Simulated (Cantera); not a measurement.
Predominance diagram of Ca at 1025 K against the partial pressures of O2 and Br2 (log10, bar). Cantera with NASA thermochemical tables; ideal gases at 1 bar, condensed phases pure. Candidates: Ca(s), CaBr2(l), CaO(s). Only these pure phases compete in this equilibrium. Not in the tables: oxide halides.

```
log p(Br2) \ log p(O2)
        columns: -31, -28.5, -26.1, -23.6, -21.2, -18.7, -16.2, -13.8, -11.3, -8.8, -6.4, -3.9, -1.5, 1
      0  A A A A A A A A A A A A A A
   -1.4  A A A A A A A A A A A A A B
   -2.9  A A A A A A A A A A A A B B
   -4.3  A A A A A A A A A A A B B B
   -5.7  A A A A A A A A A A B B B B
   -7.1  A A A A A A A A A B B B B B
   -8.6  A A A A A A A B B B B B B B
    -10  A A A A A A B B B B B B B B
  -11.4  A A A A A B B B B B B B B B
  -12.9  A A A A B B B B B B B B B B
  -14.3  A A A B B B B B B B B B B B
  -15.7  A A B B B B B B B B B B B B
  -17.1  A B B B B B B B B B B B B B
  -18.6  B B B B B B B B B B B B B B
    -20  B B B B B B B B B B B B B B
```

A: CaBr2(l); B: CaO(s).
